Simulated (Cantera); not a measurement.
Feed: 1 mol Pb, 1.3 mol CO2, 13 mol N2, held at 1350 K and 0.100 bar.

These are equilibrium values from Cantera (NASA tables, ideal gas, pure condensed phases), not measurements of a reactor. Candidate condensed phases: C, Pb, PbO, PbO2, Pb3O4; 27 gas species. Gases not in the tables: (PbO)n polymers. Equilibrium is a limit: real reactors are often held back by kinetics, nucleation or transport.

Base state: N2 0.864, CO2 0.0853, Pb 0.0489, CO 0.00102, PbO 0.00102 (mole fractions); condensed: Pb(l).

Problem. What changes in the equilibrium state with this change: temperature from 1350 K to 1223 K?

Solution. 
| species | before | after |
|---|---|---|
| N2 | 0.864 | 0.901 |
| CO2 | 0.0853 | 0.0898 |
| Pb | 0.0489 | 0.00908 |
| CO | 0.00102 | 0.000220 |
| PbO | 0.00102 | 0.000220 |
| Pb(l), mol | 0.248 | 0.866 |
